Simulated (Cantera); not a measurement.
A perfectly stirred reactor is fed with NH3 : N2 = 1 : 4.7 (molar parts), at 0.400 bar; it is held at 1450 K, and followed from long to short residence time.

Detailed kinetics in Cantera: the gas-phase N/H chemistry of the illustrative SiF4/NH3 mechanism in the Surface Chemkin manual (1991). Walls and surfaces, which speed up NH3 decomposition in real reactors, are not modelled.

Problem. Predict: x(NH3) at τ = 10.0 s; x(N) at τ = 10.0 s; x(H) at τ = 10.0 s; x(NH) at τ = 10.0 s; x(N2H4) at τ = 10.0 s; x(NH3) at τ = 70.0 ms; x(H) at τ = 70.0 ms; x(NH) at τ = 70.0 ms; x(N2H4) at τ = 70.0 ms.

Solution. 
- x(NH3) at τ = 10.0 s = 0.162
- x(N) at τ = 10.0 s = 1.84e-9
- x(H) at τ = 10.0 s = 7.83e-7
- x(NH) at τ = 10.0 s = 6.26e-8
- x(N2H4) at τ = 10.0 s = 2.27e-8
- x(NH3) at τ = 70.0 ms = 0.175
- x(H) at τ = 70.0 ms = 6.23e-9
- x(NH) at τ = 70.0 ms = 2.64e-8
- x(N2H4) at τ = 70.0 ms = 1.95e-8
